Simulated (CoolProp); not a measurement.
Methane along the isotherm 43.35 °C: fugacity coefficient from the reference equation and from simpler models built on Tc = -82.6 °C, pc = 45.99 bar, ω = 0.011; each cubic takes its own stable root.

Computed with CoolProp (reference Helmholtz-energy equation of state, Setzmann 1991).

| p (bar) | phase | reference | van der Waals | Redlich-Kwong | Soave-Redlich-Kwong | Peng-Robinson |
|---|---|---|---|---|---|---|
| 15.3 | gas | 0.9792 | 0.9745 | 0.9779 | 0.9800 | 0.9730 |
| 30.7 | gas | 0.9591 | 0.9495 | 0.9566 | 0.9610 | 0.9475 |
| 46 | supercritical | 0.9400 | 0.9254 | 0.9366 | 0.9430 | 0.9237 |
| 61.3 | supercritical | 0.9218 | 0.9022 | 0.9176 | 0.9261 | 0.9014 |
| 76.7 | supercritical | 0.9044 | 0.8797 | 0.8997 | 0.9102 | 0.8806 |
| 92 | supercritical | 0.8880 | 0.8586 | 0.8831 | 0.8955 | 0.8615 |
| 107 | supercritical | 0.8730 | 0.8391 | 0.8680 | 0.8822 | 0.8443 |
| 123 | supercritical | 0.8580 | 0.8198 | 0.8532 | 0.8693 | 0.8274 |
| 138 | supercritical | 0.8451 | 0.8033 | 0.8405 | 0.8582 | 0.8130 |
| 153 | supercritical | 0.8332 | 0.7884 | 0.8290 | 0.8483 | 0.8000 |
| 169 | supercritical | 0.8217 | 0.7745 | 0.8180 | 0.8389 | 0.7874 |
| 184 | supercritical | 0.8119 | 0.7632 | 0.8089 | 0.8311 | 0.7769 |
| 199 | supercritical | 0.8033 | 0.7536 | 0.8008 | 0.8243 | 0.7674 |
| 215 | supercritical | 0.7951 | 0.7450 | 0.7933 | 0.8180 | 0.7585 |
| 230 | supercritical | 0.7885 | 0.7385 | 0.7873 | 0.8131 | 0.7512 |
